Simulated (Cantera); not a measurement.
Input: 1 mol SiCl₄, 0.68 mol HCl, 0.31 mol H₂, equilibrated at 1125 °C and 17.0 bar.

These are equilibrium values from Cantera (NASA tables, ideal gas, pure condensed phases), not measurements of a reactor. Candidate condensed phases: Si; 19 gas species. The tables' values for SiCl₃ are old estimates; treat these amounts as uncertain. Kinetics and transport are ignored.

Base state: SiCl₄ 0.482, HCl 0.360, H₂ 0.139, SiHCl₃ 0.0131, SiCl₃ 0.00561, SiCl₂ 0.000279, SiH₂Cl₂ 5.32e-5 (mole fractions); condensed: gas only.

Q: What changes in the equilibrium state with this change: temperature from 1125 °C to 927 °C?

A: 
```tsv
species	before	after
SiCl₄	0.482	0.496
HCl	0.360	0.348
H₂	0.139	0.150
SiHCl₃	0.0131	0.00580
SiCl₂	0.000279	5.08e-6
SiCl₃	0.00561	0.000536
SiH₂Cl₂	5.32e-5	8.89e-6
```

Q: What changes in the equilibrium state with this change: H₂ from 0.31 to 1.8 mol?

A: 
```csv
species,before,after
H₂,0.139,0.474
SiCl₄,0.482,0.243
HCl,0.360,0.240
SiHCl₃,0.0131,0.0337
SiH₂Cl₂,5.32e-5,0.000705
SiCl₂,0.000279,0.00108
SiCl₃,0.00561,0.00784
```
